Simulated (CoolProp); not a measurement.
A simple Rankine cycle with fluoroethane (R161): condensing at 300.15 K, boiler at 3.59 MPa, turbine inlet 449 K, turbine efficiency 0.75, pump efficiency 0.8, no recuperator. Each further row changes one setting.

Model: reference Helmholtz-energy equation of state, Wu 2012, in CoolProp.

```
case                             thermal efficiency (%)  net work (kJ/kg)  heat in (kJ/kg)  turbine exit temperature (K)  volume ratio over the turbine
-------------------------------  ----------------------  ----------------  ---------------  ----------------------------  -----------------------------
as stated                                          10.7              58.1              541                         393.7                           3.55
condensing temperature 292.15 K                    12.2              67.9                …                         385.5                           4.38
boiler pressure 2.51 MPa                            8.2              45.3              556                         410.6                              …
turbine efficiency 0.65                               …              49.7              541                         398.9                           3.60
```

**Question.** Fill in the missing entries.

**Answer.** 
- condensing temperature 292.15 K, heat in (kJ/kg): 559
- boiler pressure 2.51 MPa, volume ratio over the turbine: 2.48
- turbine efficiency 0.65, thermal efficiency (%): 9.2
